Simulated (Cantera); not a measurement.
Charge: 1 mol Cu, 8.3 mol H2O, 1.7 mol N2, held at 4900 Pa.

Method: chemical equilibrium by Gibbs-energy minimisation in Cantera with the NASA 1993 tables (ideal gas, pure condensed phases). Candidate condensed phases: Cu, CuO, Cu(OH)2, Cu2O, H2O; 27 gas species. Equilibrium is a limit: real reactors are often held back by kinetics, nucleation or transport.

Task: At 1923 K, list the 5 most abundant gas species with their mole fractions, and the condensed phases.

Result: H2O 0.780, N2 0.162, Cu 0.0417, H2 0.00916, O2 0.00367. Condensed: Cu(l).
